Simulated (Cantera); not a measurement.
A Cantera script and what it prints.

```python
import numpy as np
import cantera as ct

gas_names = """
    SiC2 N2 S2 CS2
""".split()
cond_names = """
    Si3N4(a)
""".split()


def load(file, names, dense=False):
    # The tables refer to 1 bar. Condensed volumes are neglected.
    table = {s.name: s for s in ct.Species.list_from_file(file)}
    out = []
    for n in names:
        d = dict(table[n].input_data)
        d["thermo"] = dict(d["thermo"], **{"reference-pressure": 1e5})
        if dense:
            d["equation-of-state"] = {"model": "constant-volume", "density": "1e6 g/cm^3"}
        out.append(ct.Species.from_dict(d))
    return out


species = {s.name: s for s in load("nasa_gas.yaml", gas_names) + load("nasa_condensed.yaml", cond_names)}
# Each term lists the table entries of one substance; the one whose range holds T is used.
reactions = {
    '3 SiC2(g) + 2 N2(g) + 6 S2(g) = Si3N4 + 6 CS2(g)':
        [(-3, ['SiC2']), (-2, ['N2']), (-6, ['S2']), (1, ['Si3N4(a)']), (6, ['CS2'])],
}


def pick(names, T):
    return next(species[n] for n in names if species[n].thermo.min_temp <= T <= species[n].thermo.max_temp)


results = []
for label, terms in reactions.items():
    print(label)
    print("     T/K   dH/kJ  dS/(J/K)   dG/kJ   log10 K")
    for T in [300, 1223, 1248, 1273, 1298, 1323, 1348, 1373, 1398, 1423, 1448]:
        used = [(nu, pick(names, T)) for nu, names in terms]
        dH = sum(nu * s.thermo.h(T) for nu, s in used) / 1e6
        dS = sum(nu * s.thermo.s(T) for nu, s in used) / 1e3
        dG = dH - T * dS / 1e3
        logK = -dG * 1e6 / (ct.gas_constant * T * np.log(10))
        results.append((label, T, dH, dS, dG, logK, [s.name for _, s in used]))
        print(f"{T:8g} {dH:8.1f} {dS:8.1f} {dG:8.1f} {logK:8.2f}")
```

Output:

```
3 SiC2(g) + 2 N2(g) + 6 S2(g) = Si3N4 + 6 CS2(g)
     T/K   dH/kJ  dS/(J/K)   dG/kJ   log10 K
     300  -2658.7   -922.5  -2382.0   414.73
    1223  -2628.7   -889.3  -1541.1    65.82
    1248  -2627.2   -888.1  -1518.9    63.57
    1273  -2625.6   -886.9  -1496.7    61.41
    1298  -2624.1   -885.7  -1474.5    59.34
    1323  -2622.6   -884.5  -1452.4    57.34
    1348  -2621.0   -883.3  -1430.3    55.42
    1373  -2619.4   -882.1  -1408.2    53.57
    1398  -2617.8   -881.0  -1386.2    51.79
    1423  -2616.2   -879.9  -1364.2    50.07
    1448  -2614.6   -878.7  -1342.2    48.42
```

Cantera with NASA thermochemical tables; ideal gases at 1 bar, condensed phases pure. Condensed species are held in their standard states even where they would react or evaporate.
